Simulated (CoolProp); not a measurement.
Computed with CoolProp (reference Helmholtz-energy equation of state, Gao 2016).

Question: Give the vapour pressure (bar), liquid density (kg/m³), vapour density (kg/m³), enthalpy of vaporisation (kJ/kg) of saturated sulfur dioxide at 205.1, 264.4, 308.9 K.

Answer: 
```tsv
T (K)	p (bar)	liquid density (kg/m³)	vapour density (kg/m³)	enthalpy of vaporisation (kJ/kg)
205.1	0.0310	1610	0.117	438
264.4	1.07	1460	3.22	388
308.9	5.54	1340	15.1	345
```
